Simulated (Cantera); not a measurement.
Feed: 1 mol Si₃N₄, 0.0034 mol Si, 3.1 mol N₂, at 9.50 mbar.

Cantera equilibrium calculation (NASA polynomials, part measured and part estimated; ideal gas, pure solids and liquids). Candidate condensed phases: Si, Si₃N₄; 7 gas species. Equilibrium is a limit: real reactors are often held back by kinetics, nucleation or transport.

Problem. Which condensed phases are stable at each of these points (T (K)): 1675, 1725, 1775, 1825, 1875, 1925, 1975, 2025, 2075?

Solution. 
| T (K) | condensed phases | Si condensed (%) |
|---|---|---|
| 1675 | Si₃N₄(s) | 100.0 |
| 1725 | Si₃N₄(s) | 100.0 |
| 1775 | Si₃N₄(s) | 100.0 |
| 1825 | Si(l) | 99.9 |
| 1875 | Si(l) | 99.8 |
| 1925 | Si(l) | 99.6 |
| 1975 | Si(l) | 99.3 |
| 2025 | Si(l) | 98.8 |
| 2075 | Si(l) | 98.0 |

From 1675 K to 1775 K the condensed part is Si₃N₄(s). From 1825 K to 2075 K the condensed part is Si(l).
